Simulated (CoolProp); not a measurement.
Normal hydrogen at 293.15 K and 4.15 MPa is throttled through a valve to 1.79 MPa with no heat exchange. Each further row changes one setting.

Model: reference Helmholtz-energy equation of state, Leachman 2009, in CoolProp.

| case | temperature change (K) | final phase | final density (kg/m³) |
|---|---|---|---|
| as stated | +0.7 | supercritical | 1.46 |
| outlet pressure 0.537 MPa | +1.1 | gas | 0.441 |
| outlet pressure 2.33 MPa | +0.6 | supercritical | 1.90 |
